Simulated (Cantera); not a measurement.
An isothermal, constant-pressure homogeneous reactor starts with C₂H₆ : N₂ = 1 : 1 (molar parts), at 1525 K and 0.0267 bar. Integrator tolerance rtol = 1e-08.

Computed with Cantera and GRI-Mech 3.0 (53 species, 325 reactions). GRI-Mech 3.0 stops at C3 and has no aromatics, soot or wall deposition, so with more carbon than oxygen in the feed, carbon stays in small species such as C2H2 where larger ones or solid carbon would form. Radical loss at walls, strong at low pressure, is not modelled.

Question: What does this change do: pressure from 0.0267 bar to 1.10 bar?

Answer: 
```tsv
quantity	before	after
x(C₂H₆) at 3.00 s	1.47e-5 (gas-phase equilibrium 5.49e-8)	6.66e-5 (gas-phase equilibrium 5.50e-5)
x(C₂H₂) at 3.00 s	0.229 (gas-phase equilibrium 0.198)	0.213 (gas-phase equilibrium 0.169)
x(CH₃) at 3.00 s	0.000231 (gas-phase equilibrium 1.13e-5)	6.14e-5 (gas-phase equilibrium 5.58e-5)
x(H) at 3.00 s	5.74e-5 (gas-phase equilibrium 0.000103)	1.44e-5 (gas-phase equilibrium 1.46e-5)
x(HCN) at 3.00 s	6.13e-8 (gas-phase equilibrium 0.101)	1.34e-8 (gas-phase equilibrium 0.0983)
x(C₂H₄) at 3.00 s	0.000899 (gas-phase equilibrium 0.000580)	0.0209 (gas-phase equilibrium 0.0169)
x(H₂) at 3.00 s	0.416 (gas-phase equilibrium 0.497)	0.405 (gas-phase equilibrium 0.413)
```
